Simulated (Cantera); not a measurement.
Feed: 1 mol Si3H8, 0.16 mol HCl, a varied amount of N2, equilibrated at 1302 °C and 1430 Torr.

Equilibrium computed with Cantera from the NASA thermochemical tables; the gas is ideal and each condensed phase is pure. Candidate condensed phases: NH4Cl, Si, Si3N4; 28 gas species. The feed counts by its element totals alone. Equilibrium is a limit: real reactors are often held back by kinetics, nucleation or transport.

x: gas mole fraction; n: condensed amount in mol.

```csv
n(N2) (mol),x N2,x H2,x HCl,x H,x NH3,x SiCl2,x Cl,n Si3N4(s)
9.3,0.637,0.349,0.0139,1.78e-5,1.56e-5,5.56e-6,5.66e-7,1.000
13,0.726,0.264,0.0105,1.55e-5,1.10e-5,3.85e-6,4.92e-7,1.000
18,0.794,0.198,0.00793,1.34e-5,7.47e-6,2.73e-6,4.26e-7,1.000
24,0.841,0.153,0.00611,1.18e-5,5.20e-6,2.02e-6,3.74e-7,1.000
34,0.885,0.111,0.00442,1.00e-5,3.28e-6,1.42e-6,3.18e-7,1.000
46,0.914,0.0830,0.00332,8.69e-6,2.17e-6,1.04e-6,2.76e-7,1.000
64,0.937,0.0605,0.00242,7.41e-6,1.37e-6,7.45e-7,2.35e-7,1.000
88,0.954,…,…,…,…,…,…,1.000
120,0.966,…,…,…,…,…,…,1.000
170,0.976,0.0232,0.000929,4.60e-6,3.32e-7,2.79e-7,1.46e-7,1.000
230,0.982,0.0172,0.000689,3.96e-6,2.13e-7,2.06e-7,1.26e-7,1.000
```

What belongs in the gaps?


- 120, x H2: 0.0327
- 120, x HCl: 0.00131
- 120, x H: 5.46e-6
- 120, x NH3: 5.52e-7
- 120, x SiCl2: 3.95e-7
- 120, x Cl: 1.73e-7
- 88, x H2: 0.0444
- 88, x HCl: 0.00177
- 88, x H: 6.35e-6
- 88, x NH3: 8.66e-7
- 88, x SiCl2: 5.40e-7
- 88, x Cl: 2.02e-7
